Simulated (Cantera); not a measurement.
A Cantera script and its output.

```python
import numpy as np
import cantera as ct

gas = ct.Solution("h2o2.yaml")
gas.TPX = 1225, 1333, {'H2': 0.25, 'O2': 1}
reactor = ct.IdealGasConstPressureReactor(gas, energy="off", clone=False)
net = ct.ReactorNet([reactor])
net.rtol, net.atol = 1e-08, 1e-18
show = ['H2', 'O2', 'HO2', 'H2O', 'O', 'OH', 'H']
times = np.geomspace(3e-06, 300, 13)

steps = ct.SolutionArray(gas, extra=["t"])
rows = []
print(f"{'t/s':>10s}{'T/K':>9s}{'P/Pa':>11s}" + "".join(f"{s:>11s}" for s in show))
for t in times:
    while net.time < t:
        t_next = net.step()
        steps.append(gas.state, t=t_next)
    rows.append([np.interp(t, steps.t, y) for y in (steps.T, steps.P, *steps(*show).X.T)])
    print(f"{t:10.3e}{rows[-1][0]:9.1f}{rows[-1][1]:11.4g}" + "".join(f"{x:11.3e}" for x in rows[-1][2:]))
rate = np.gradient(steps.T, steps.t)
print("integrator steps:", len(steps.t))
if steps.T.max() > steps.T[0] + 200:
    print(f"time of steepest temperature rise: {steps.t[rate.argmax()]:.4e} s")
gas.TPX = 1225, 1333, {'H2': 0.25, 'O2': 1}
gas.equilibrate("TP")
print(f"equilibrium (TP): T = {gas.T:.1f} K  " + "  ".join(f"{s} {gas[s].X[0]:.3e}" for s in show))
```

It prints:

```
       t/s      T/K       P/Pa         H2         O2        HO2        H2O          O         OH          H
 3.000e-06   1225.0       1333  2.000e-01  8.000e-01  7.005e-10  1.386e-12  2.185e-11  2.121e-11  6.800e-10
 1.392e-05   1225.0       1333  2.000e-01  8.000e-01  3.252e-09  1.165e-10  4.183e-10  3.696e-10  2.949e-09
 6.463e-05   1225.0       1333  2.000e-01  8.000e-01  1.510e-08  7.593e-09  7.147e-09  4.988e-09  1.552e-08
 3.000e-04   1225.0       1333  2.000e-01  8.000e-01  7.242e-08  1.337e-06  5.559e-07  3.470e-07  8.485e-07
 1.392e-03   1225.0       1333  1.625e-02  6.913e-01  7.886e-06  1.428e-01  6.654e-02  1.276e-02  7.033e-02
 6.463e-03   1225.0       1333  7.104e-03  7.133e-01  8.569e-06  1.768e-01  5.390e-02  9.491e-03  3.941e-02
 3.000e-02   1225.0       1333  1.565e-03  7.654e-01  7.211e-06  2.145e-01  1.057e-02  4.553e-03  3.451e-03
 1.392e-01   1225.0       1333  7.131e-05  7.769e-01  1.383e-06  2.215e-01  4.771e-04  9.770e-04  3.291e-05
 6.463e-01   1225.0       1333  4.929e-06  7.776e-01  1.471e-07  2.221e-01  3.363e-05  2.601e-04  6.164e-07
 3.000e+00   1225.0       1333  6.196e-07  7.777e-01  2.723e-08  2.222e-01  4.290e-06  9.288e-05  2.807e-08
 1.392e+01   1225.0       1333  1.118e-07  7.778e-01  1.857e-08  2.222e-01  7.793e-07  3.957e-05  2.175e-09
 6.463e+01   1225.0       1333  4.755e-08  7.778e-01  2.361e-08  2.222e-01  3.312e-07  2.579e-05  6.064e-10
 3.000e+02   1225.0       1333  4.646e-08  7.778e-01  2.381e-08  2.222e-01  3.235e-07  2.549e-05  5.857e-10
integrator steps: 2356
equilibrium (TP): T = 1225.0 K  H2 4.646e-08  O2 7.778e-01  HO2 2.381e-08  H2O 2.222e-01  O 3.235e-07  OH 2.549e-05  H 5.857e-10
```

Model: the H2/O2 subset of GRI-Mech 3.0, which has no nitrogen chemistry, integrated in Cantera. Radical loss at walls, strong at low pressure, is not modelled. The temperature is held fixed by assumption; the heat of reaction is taken as removed at once.
